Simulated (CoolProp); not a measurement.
1000 sccm (0 °C, 1 atm) of nitrogen bubbles through liquid octamethyltrisiloxane (MDM) at 364.1 K and leaves saturated at a total pressure of 0.0566 MPa (ideal gas phase). Each further row changes one setting.

Values from CoolProp's reference Helmholtz-energy equation of state, Thol 2017.

```csv
case,vapour pressure (kPa),mole fraction of vapour,delivery (mg/min),delivery (sccm),change of delivery for a bath 1 K warmer (%)
as stated,14.2,0.250,3520,334,5.4
bath temperature 369.1 K,17.2,0.303,4590,435,5.6
total pressure 0.113 MPa,14.2,0.125,1510,143,4.6
```
